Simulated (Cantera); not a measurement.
Charge: 1 mol Ti, 140 mol H2, equilibrated at 1.80 Torr.

These are equilibrium values from Cantera (NASA tables, ideal gas, pure condensed phases), not measurements of a reactor. Candidate condensed phases: Ti; 3 gas species. The numbers say what is thermodynamically allowed, not how fast it happens.

Problem. What share of the Ti ends up in condensed phases as a function of T (K), at 1173, 1273, 1373, 1473, 1573, 1673, 1773, 1873, 1973, 2073, 2173?

Solution. 
| T (K) | Ti condensed (%) | as |
|---|---|---|
| 1173 | 100.0 | Ti(β) |
| 1273 | 100.0 | Ti(β) |
| 1373 | 100.0 | Ti(β) |
| 1473 | 100.0 | Ti(β) |
| 1573 | 100.0 | Ti(β) |
| 1673 | 99.7 | Ti(β) |
| 1773 | 98.2 | Ti(β) |
| 1873 | 90.6 | Ti(β) |
| 1973 | 58.9 | Ti(l) |
| 2073 | 0.0 | - |
| 2173 | 0.0 | - |
